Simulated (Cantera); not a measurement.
**Ti + C3H8 + H2 (titanium nitride, carbide and oxide coatings)**

Charge: 1 mol Ti, 0.93 mol C3H8, 59 mol H2, equilibrated at 100 Torr.

Method: chemical equilibrium by Gibbs-energy minimisation in Cantera with the NASA 1993 tables (ideal gas, pure condensed phases). Candidate condensed phases: C, C6H6, C7H8, C8H18, Ti, TiC; 77 gas species. TiC: taken at fixed stoichiometry. Kinetics and transport are ignored.

| T (°C) | x H2 | x H | x C2H2 (acetylene) | x CH4 | x CH3 | x C4H2 | x C2H | n C(graphite) | n TiC(s) |
|---|---|---|---|---|---|---|---|---|---|
| 1002 | 0.999 | 2.02e-6 | 3.84e-7 | 0.00123 | 4.86e-8 | <1e-12 | <1e-12 | 1.71 | 1.00 |
| 1152 | 0.999 | 1.87e-5 | 3.52e-6 | 0.000502 | 1.88e-7 | 4.71e-12 | <1e-12 | 1.76 | 1.00 |
| 1302 | 1.000 | 0.000114 | 2.11e-5 | 0.000242 | 5.61e-7 | 1.72e-10 | 7.03e-12 | 1.77 | 1.00 |
| 1452 | 0.999 | 0.000508 | 9.21e-5 | 0.000133 | 1.37e-6 | 3.33e-9 | 2.94e-10 | 1.77 | 1.00 |
| 1602 | 0.998 | 0.00179 | 0.000316 | 8.04e-5 | 2.90e-6 | 3.98e-8 | 6.75e-9 | 1.74 | 1.00 |
| 1752 | 0.994 | 0.00525 | 0.000899 | 5.23e-5 | 5.46e-6 | 3.28e-7 | 9.68e-8 | 1.67 | 1.000 |
| 1902 | 0.984 | 0.0133 | 0.00220 | 3.59e-5 | 9.30e-6 | 1.99e-6 | 9.56e-7 | 1.51 | 1.000 |
x: gas mole fraction; n: condensed amount in mol.

From 1002 °C to 1902 °C the condensed part is C(graphite) + TiC(s).
